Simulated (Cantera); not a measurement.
Mixture: 11.4 % C₂H₄, 16.3 % O₂, 61.2 % N₂, 11.1 % H₂O, at 1700000 Pa, adiabatic and at constant volume. Ignition delay is the time to a rise of 400 K.

Computed with Cantera and GRI-Mech 3.0 (53 species, 325 reactions). GRI-Mech 3.0 was tuned for natural gas; its chemistry of ethylene as a main component is partial and can be far from experiment. The pressure lies above the range GRI-Mech 3.0 was tuned for (to about 10 atm).

Problem. Predict: delay at 1100 K; delay at 1200 K; delay at 1300 K; delay at 1400 K; delay at 1500 K; apparent activation energy between 1450 and 1550 K.

Solution. 
```json
{
 "delay at 1100 K": "2.14 ms",
 "delay at 1200 K": "0.442 ms",
 "delay at 1300 K": "77.3 µs",
 "delay at 1400 K": "15.0 µs",
 "delay at 1500 K": "3.91 µs",
 "apparent activation energy between 1450 and 1550 K": "210 kJ/mol"
}
```
